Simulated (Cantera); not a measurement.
Feed: 1 mol Fe3O4, 3.7 mol CH4, 0.3 mol H2, equilibrated at 2550 K.

These are equilibrium values from Cantera (NASA tables, ideal gas, pure condensed phases), not measurements of a reactor. Candidate condensed phases: C, C6H6, C7H8, C8H18, Fe, Fe(CO)5, FeO, Fe(OH)2, Fe(OH)3, Fe2O3, Fe3O4, H2O; 114 gas species. Kinetics and transport are ignored.

Problem. Which condensed phases are stable at each of these points (P (Pa)): 10, 100, 1000, 10000, 100000, 1000000?

Solution. 
| P (Pa) | condensed phases | Fe condensed (%) |
|---|---|---|
| 10 | gas only | 0.0 |
| 100 | gas only | 0.0 |
| 1000 | gas only | 0.0 |
| 10000 | gas only | 0.0 |
| 100000 | Fe(l) | 82.7 |
| 1000000 | Fe(l) | 98.3 |

From 0.000100 bar to 0.100 bar nothing is condensed. From 1.00 bar to 10.0 bar the condensed part is Fe(l).
